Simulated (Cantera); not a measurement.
An isothermal, constant-pressure homogeneous reactor starts with 28.8 % CH4, 63.4 % H2O, 7.78 % H2, at 1273 K and 825 Torr.

Computed with Cantera and GRI-Mech 3.0 (53 species, 325 reactions).

Task: Predict: x(CH4) at 200 s; x(H2O) at 200 s; x(H2) at 200 s.

Result: 
```json
{
  "x(CH4) at 200 s": "0.191 (gas-phase equilibrium 2.62e-5)",
  "x(H2O) at 200 s": "0.560 (gas-phase equilibrium 0.191)",
  "x(H2) at 200 s": "0.203 (gas-phase equilibrium 0.626)"
}
```
